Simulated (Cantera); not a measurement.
Feed: 1 mol BaF2, 4.2 mol O2, 6.6 mol H2, held at 13300 Pa.

Cantera equilibrium calculation (NASA polynomials, part measured and part estimated; ideal gas, pure solids and liquids). Candidate condensed phases: Ba, BaF2, BaO, Ba(OH)2, H2O; 27 gas species. Mutual solubility and eutectic melting of coexisting phases are not modelled. Rates play no part.

Question: At 1150 °C, list the 6 most abundant gas species with their mole fractions, and the condensed phases.

Answer: H2O 0.878, O2 0.120, HF 0.00167, Ba(OH)2 0.000463, OH 0.000164, BaF2 4.94e-5. Condensed: BaF2(s) + BaO(s).
